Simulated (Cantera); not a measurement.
Cantera with NASA thermochemical tables; ideal gases at 1 bar, condensed phases pure. Values are per mole of reaction as written; species without (g) are pure solids or liquids, kept so even where they would boil at 1 bar.

2 NO2(g) + 8 H(g) + 4 BaO = 4 Ba(OH)2 + N2(g)

```csv
T (K),ΔH° (kJ),ΔS° (J/K),ΔG° (kJ),log10 K,condensed phases
300,-3405.1,-1066.3,-3085.2,537.18,"BaO(s), Ba(OH)2(s)"
1750,?,?,?,?,"BaO(s), Ba(OH)2(l)"
1900,-3219.0,-846.2,-1611.3,44.30,"BaO(s), Ba(OH)2(l)"
2050,?,?,?,?,"BaO(s), Ba(OH)2(l)"
2200,-3201.5,-837.6,-1358.8,32.26,"BaO(s), Ba(OH)2(l)"
2350,-3428.2,-936.8,-1226.8,27.27,"BaO(l), Ba(OH)2(l)"
2500,?,?,?,?,"BaO(l), Ba(OH)2(l)"
2650,?,?,?,?,"BaO(l), Ba(OH)2(l)"
```

Some entries are withheld; supply them.


- 1750, ΔH° (kJ): -3228.9
- 1750, ΔS° (J/K): -851.6
- 1750, ΔG° (kJ): -1738.6
- 1750, log10 K: 51.89
- 2050, ΔH° (kJ): -3209.9
- 2050, ΔS° (J/K): -841.6
- 2050, ΔG° (kJ): -1484.7
- 2050, log10 K: 37.83
- 2500, ΔH° (kJ): -3421.1
- 2500, ΔS° (J/K): -933.8
- 2500, ΔG° (kJ): -1086.5
- 2500, log10 K: 22.70
- 2650, ΔH° (kJ): -3414.1
- 2650, ΔS° (J/K): -931.1
- 2650, ΔG° (kJ): -946.7
- 2650, log10 K: 18.66
